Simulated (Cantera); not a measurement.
A closed system holds: 1 mol Si2Cl6, 0.25 mol NH3, a varied amount of H2, held at 750 Torr.

These are equilibrium values from Cantera (NASA tables, ideal gas, pure condensed phases), not measurements of a reactor. Candidate condensed phases: NH4Cl, Si, Si3N4; 28 gas species. The feed counts by its element totals alone. Mutual solubility and eutectic melting of coexisting phases are not modelled. The tables' values for SiCl3 are old estimates. The numbers say what is thermodynamically allowed, not how fast it happens.

Stable condensed phases, one row left out:

```
T in °C \ n(H2) in mol
         0.22 0.34 0.54 0.84  1.3    2  3.2  4.9  7.7   12   19   29
   1777     A    A    A    A    A    A    A    B    B    B    B    B
   1677     A    A    A    A    A    A    A    A    B    B    B    B
   1577     A    A    A    A    A    A    A    A    B    B    B    B
   1477     A    C    C    C    C    C    C    C    C    D    D    D
   1377     C    C    C    C    C    C    C    C    C    D    D    D
   1277     C    C    C    C    C    C    C    C    D    D    D    D
   1077     D    D    D    D    D    D    D    D    D    D    D    D
    977     D    D    D    D    D    D    D    D    D    D    D    D
    877     D    D    D    D    D    D    D    D    D    D    D    D
    777     D    D    D    D    D    D    D    D    D    D    D    D
    677     D    D    D    D    D    D    D    D    D    D    D    D
```

A: gas only; B: Si; C: Si3N4; D: Si + Si3N4.

Problem. Give the row for 1177 °C.

Solution. 0.22: Si + Si3N4; 0.34: Si + Si3N4; 0.54: Si + Si3N4; 0.84: Si + Si3N4; 1.3: Si + Si3N4; 2: Si + Si3N4; 3.2: Si + Si3N4; 4.9: Si + Si3N4; 7.7: Si + Si3N4; 12: Si + Si3N4; 19: Si + Si3N4; 29: Si + Si3N4.
